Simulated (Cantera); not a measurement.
An isothermal plug-flow reactor at 725 K and 1.10 bar (inlet), inlet velocity 0.35 m/s, active area per volume 180 1/m; feed CO : O2 : N2 = 0.016 : 0.027 : 0.79 (molar parts), equivalence ratio 0.30.

Model: Deutschmann's 1995 Pt surface mechanism with GRI-Mech 3.0 gas chemistry, integrated in Cantera. Catalytic surfaces can have several steady states; this one follows from the mechanism file's or the stated starting coverage. Mass transfer to the wall is taken as infinitely fast.

Problem. What does this change do: area per volume 180 to 420 1/m?

Solution. 
| quantity | before | after |
|---|---|---|
| x(CO) at z = 0.016 m | 0.000919 | 9.45e-5 |
| x(O2) at z = 0.016 m | 0.0235 | 0.0231 |
| x(H2O) at z = 0.016 m | <1e-12 | <1e-12 |
| x(CO2) at z = 0.016 m | 0.0185 | 0.0193 |
| θ(free Pt) at the exit | 0.0362 | 0.0233 |
| θ(O*) at the exit | 0.963 | 0.977 |
